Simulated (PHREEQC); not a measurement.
## Ultrapure water in contact with air or piping (model solution)

A made-up water analysis in mg/kgw, 60 °C, pH 6.01, pe 10.8: Na 0.00807; K 0.00547; Ca 0.0546; Mg 0.00353; Cl 0.0122; S(6) as SO4 0.0148; Alkalinity as HCO3 0.088; Sr 0.00225; Ni 8.51e-05; Si as SiO2 0.00227; Br 7.6e-05; O(0) (dissolved oxygen) 0.000123.

Valence states are taken as typed.

Model: ion-association model, wateq4f.dat, run in PHREEQC.

Precipitation was switched off in this run.

Problem. Predict the ionic strength.

Solution. ionic strength 5.50e-6 mol/kgw.

Problem. In which forms is C present?

Solution. CO2 66 %, HCO3- 34 % of the C.

Species that the database lacks are ignored. At this temperature some constants are extrapolated from 25 °C, and those without enthalpy data are left unchanged.
